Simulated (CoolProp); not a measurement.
Saturation properties of carbon monoxide.

Computed with CoolProp (reference Helmholtz-energy equation of state, Lemmon 2006). It is a short technical equation, of lower accuracy than the large ones.

```json
[
 {"T (K)": "80.6", "p (MPa)": "0.08988", "liquid density (kg/m³)": "797.7", "enthalpy of vaporisation (kJ/kg)": "216.1", "liquid cp (kJ/(kg K))": "2.143", "vapour Z": "0.9621", "surface tension (mN/m)": "9.74"},
 {"T (K)": "85.5", "p (MPa)": "0.1539", "liquid density (kg/m³)": "776.1", "enthalpy of vaporisation (kJ/kg)": "209.2", "liquid cp (kJ/(kg K))": "(withheld)", "vapour Z": "0.9444", "surface tension (mN/m)": "8.70"},
 {"T (K)": "90.4", "p (MPa)": "0.2474", "liquid density (kg/m³)": "(withheld)", "enthalpy of vaporisation (kJ/kg)": "201.6", "liquid cp (kJ/(kg K))": "2.191", "vapour Z": "0.9223", "surface tension (mN/m)": "7.67"},
 {"T (K)": "95.3", "p (MPa)": "0.3778", "liquid density (kg/m³)": "729.6", "enthalpy of vaporisation (kJ/kg)": "193.2", "liquid cp (kJ/(kg K))": "2.239", "vapour Z": "0.8954", "surface tension (mN/m)": "(withheld)"},
 {"T (K)": "100.2", "p (MPa)": "0.5525", "liquid density (kg/m³)": "(withheld)", "enthalpy of vaporisation (kJ/kg)": "183.8", "liquid cp (kJ/(kg K))": "2.309", "vapour Z": "0.8635", "surface tension (mN/m)": "5.68"},
 {"T (K)": "105.1", "p (MPa)": "0.7794", "liquid density (kg/m³)": "677.1", "enthalpy of vaporisation (kJ/kg)": "173.2", "liquid cp (kJ/(kg K))": "2.410", "vapour Z": "0.8261", "surface tension (mN/m)": "(withheld)"},
 {"T (K)": "110", "p (MPa)": "1.067", "liquid density (kg/m³)": "(withheld)", "enthalpy of vaporisation (kJ/kg)": "161.1", "liquid cp (kJ/(kg K))": "(withheld)", "vapour Z": "0.7825", "surface tension (mN/m)": "3.77"},
 {"T (K)": "114.9", "p (MPa)": "1.423", "liquid density (kg/m³)": "614.3", "enthalpy of vaporisation (kJ/kg)": "146.9", "liquid cp (kJ/(kg K))": "2.787", "vapour Z": "0.7317", "surface tension (mN/m)": "(withheld)"}
]
```

Some entries are withheld; supply them.


- 85.5, liquid cp (kJ/(kg K)): 2.160
- 90.4, liquid density (kg/m³): 753.5
- 95.3, surface tension (mN/m): 6.67
- 100.2, liquid density (kg/m³): 704.3
- 105.1, surface tension (mN/m): 4.71
- 110, liquid density (kg/m³): 647.4
- 110, liquid cp (kJ/(kg K)): 2.558
- 114.9, surface tension (mN/m): 2.86

It boils at 81.6 K under 1 atm.

Surface tension comes from a separate correlation (Mulero 2012).
